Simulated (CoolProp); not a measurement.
Vapour-liquid equilibrium of diethyl ether (1) + n-hexane (2) at 0.347 MPa; x and y are mole fractions of (1).

Model: multi-fluid Helmholtz-energy mixture model, Thol 2014 and Thol 2019; pair parameters Bell 2016, in CoolProp.

### Question
Give the bubble temperature and the first vapour's composition at x = 0.15, 0.55, 0.65. Is there an azeotrope?

### Answer
x = 0.15: 103.6 °C, y = 0.315; x = 0.55: 86.6 °C, y = 0.743; x = 0.65: 83.6 °C, y = 0.812. No azeotrope shows between x = 0.05 and 0.95.

Pair parameters are fitted to limited data, so mixtures are less certain than the pure fluids.
